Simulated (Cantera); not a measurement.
An adiabatic, constant-volume homogeneous reactor starts with H₂ : O₂ : N₂ = 1 : 0.505 : 1.9 (molar parts), equivalence ratio 0.99, at 950 K and 0.276 atm.

Cantera simulation using the H2/O2 subset of GRI-Mech 3.0, which has no nitrogen chemistry; the numbers are that mechanism's predictions, not measurements.

One state of this run: T (K) = 2779; P (bar) = 0.734; x H₂ = 0.0456; x O₂ = 0.0178; x HO₂ = 6.42e-6; x OH = 0.0297; x H = 0.0191; x H₂O₂ = 3.57e-7. x: mole fraction; the columns are a selection and need not sum to one.

### Question
Which value of t (s) does it belong to?
A. 5.93e-5
B. 0.00176
C. 0.000568
D. 2.00e-6

### Answer
B, 0.00176
